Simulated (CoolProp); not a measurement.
Vapour-liquid equilibrium of R22 (1) + R152A (2) at 22.1 bar; x and y are mole fractions of (1).

Values from CoolProp's multi-fluid Helmholtz-energy mixture model, Kamei 1995 and Outcalt 1996; pair parameters Bell 2016.

Task: Give the bubble temperature and the first vapour's composition at x = 0.65, 0.85, 0.95. Is there an azeotrope?

Result: x = 0.65: 337.2 K, y = 0.717; x = 0.85: 332.5 K, y = 0.891; x = 0.95: 330.1 K, y = 0.966. No azeotrope shows between x = 0.05 and 0.95.

The pair parameters rest on a limited set of measurements; away from them the model extrapolates.
